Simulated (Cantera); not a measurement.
A freely propagating, adiabatic, planar premixed flame of H2 : O2 : N2 = 1 : 0.714 : 2.69 (molar parts), equivalence ratio 0.70, unburnt at 350 K and 2.00 bar; mixture-averaged transport, grid criteria slope 0.08 and curve 0.16, no radiation.

Computed with Cantera and the H2/O2 subset of GRI-Mech 3.0, which has no nitrogen chemistry. Burning velocities carry a grid error of a few per cent, more on coarse grids.

**Question.** Predict: laminar burning velocity; thermal thickness; peak x(H2O2); peak x(H); peak x(O).

**Answer.** 
| Property | Value |
|---|---|
| laminar burning velocity | 139 cm/s |
| thermal thickness | 0.160 mm |
| peak x(H2O2) | 0.000106 |
| peak x(H) | 0.0105 |
| peak x(O) | 0.00627 |
